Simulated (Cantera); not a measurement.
## Equilibrium for boron, boron nitride and boron oxide: borazine + H2O + H2

Charge: 1 mol borazine, 0.17 mol H2O, 14 mol H2, equilibrated at 1577 °C.

Method: chemical equilibrium by Gibbs-energy minimisation in Cantera with the NASA 1993 tables (ideal gas, pure condensed phases). Candidate condensed phases: B, BN, B2O3, B3O3H3, H2O; 39 gas species. The feed counts by its element totals alone. Mutual solubility and eutectic melting of coexisting phases are not modelled. The tables' values for BH2 are old estimates; treat these amounts as uncertain. Rates play no part.

```tsv
P (Pa)	x H2	x N2	x H	x HBO	x BO	x HBO2	x H2O	x B2O2	n B(s)	n BN(s)
10	0.863	0.0778	0.0500	0.00436	0.00426	1.27e-7	7.98e-8	7.64e-5	2.82	0
63	0.953	0.0166	0.0210	0.00672	0.00249	7.24e-7	3.25e-7	0.000165	0.415	2.41
400	0.977	0.00495	0.00842	0.00809	0.00118	3.60e-6	1.37e-6	0.000233	0	2.83
2500	0.982	0.00490	0.00338	0.00867	0.000503	2.56e-5	9.17e-6	0.000266	0	2.83
16000	0.985	0.00478	0.00134	0.00860	0.000197	0.000159	5.76e-5	0.000261	0	2.83
100000	0.986	0.00436	0.000535	0.00730	6.69e-5	0.000684	0.000292	0.000188	0	2.85
```
x: gas mole fraction; n: condensed amount in mol.

At 10.0 Pa the condensed part is B(s). At 63.0 Pa the condensed part is B(s) + BN(s). From 400 Pa to 100000 Pa the condensed part is BN(s). The main B-bearing gas is HBO throughout.
